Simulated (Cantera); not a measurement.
A Cantera script and what it prints.

```python
import numpy as np
import cantera as ct

gas_names = """
    Fe FeO Fe(OH)2 H HO2 H2 H2O H2O2 H2S H2SO4 O OH O2 O3 S SH SO SO2 SO3 S2 S2O S8
""".split()
cond_names = """
    Fe(a) Fe(c) Fe(d) Fe(L) FeO(s) FeO(L) Fe(OH)2(s) Fe(OH)3(s) FeS(a) FeS(b) FeS(c) FeS(L) FeSO4(s)
    FeS2(s) Fe2O3(s) Fe2S3O12(s) Fe3O4(s) H2O(s) H2O(L) H2SO4(L) S(cr1) S(cr2) S(L)
""".split()


# ... load() reads the species with a 1 bar reference pressure and builds the phases ...
atoms = {
    'FeS': {'Fe': 1, 'S': 1},
    'SO2': {'S': 1, 'O': 2},
    'H2O': {'H': 2, 'O': 1},
}
top_T = {'FeSO4(s)': 950, 'FeS2(s)': 1010, 'Fe2O3(s)': 1830, 'Fe2S3O12(s)': 1100, 'Fe3O4(s)': 1870}  # K; cautious upper limits of use, not melting points


# ... equilibrate(T, P, feed) seeds the gas with the atoms and calls Mixture.equilibrate('TP', solver="vcs", rtol=1e-11, max_steps=5000) ...
results = []
feed = {'FeS': 1, 'SO2': 0.13, 'H2O': 0.085}  # mol
T = 1623  # K
for P in [1000, 2600, 6700, 17000, 45000, 120000, 300000, 770000, 2000000]:
    mix = equilibrate(T, P, feed)
    results.append((T, P, feed, dict(zip(mix.species_names, mix.species_moles))))

top = {s: max(r[3][s] / sum(r[3][g] for g in gas_names) for r in results) for s in gas_names}
cols = sorted((s for s in top if top[s] > 0.0001), key=lambda s: -top[s])[:7]
seen = [c for c in cond_names if any(r[3].get(c, 0) > 1e-12 for r in results)]
print("log10 of partial pressures in bar; condensed amounts in mol")
print(f"{'P/Pa':>10s}" + "".join(f"{s[:9]:>10s}" for s in cols + seen))
for T, P, feed, n in results:
    ng = sum(n[g] for g in gas_names)
    print(f"{P:10.4g}" + "".join(f"{np.log10(max(n[s] / ng * P / 1e5, 1e-99)):10.3f}" for s in cols)
          + "".join(f"{n.get(c, 0):10.4g}" for c in seen))
```

It prints:

```
log10 of partial pressures in bar; condensed amounts in mol
      P/Pa       SO2       H2O        S2        H2        SO       H2S       S2O    FeO(s)    FeS(L)
      1000    -2.534    -2.608    -2.467    -3.108    -3.630    -4.021    -4.429    0.1279    0.8721
      2600    -2.043    -2.145    -2.140    -2.809    -3.303    -3.558    -3.939    0.1017    0.8983
      6700    -1.574    -1.698    -1.827    -2.518    -2.990    -3.110    -3.469   0.07974    0.9203
   1.7e+04    -1.125    -1.266    -1.528    -2.236    -2.690    -2.679    -3.020   0.06215    0.9378
   4.5e+04    -0.668    -0.823    -1.223    -1.945    -2.385    -2.235    -2.563   0.04765    0.9523
   1.2e+05    -0.215    -0.381    -0.921    -1.654    -2.084    -1.794    -2.110   0.03645    0.9635
     3e+05     0.201     0.027    -0.644    -1.385    -1.806    -1.385    -1.694    0.0285    0.9715
   7.7e+05     0.624     0.445    -0.362    -1.108    -1.524    -0.968    -1.271   0.02233    0.9777
     2e+06     1.049     0.865    -0.078    -0.829    -1.241    -0.547    -0.846   0.01767    0.9823
```

These are equilibrium values from Cantera (NASA tables, ideal gas, pure condensed phases), not measurements of a reactor. Metal and sulfide melt together well below either melting point, which pure phases cannot show. Mutual solubility and eutectic melting of coexisting phases are not modelled. The tables' stoichiometric FeO is somewhat more stable than real wüstite, so its field is too wide. FeO, FeS: taken at fixed stoichiometry.
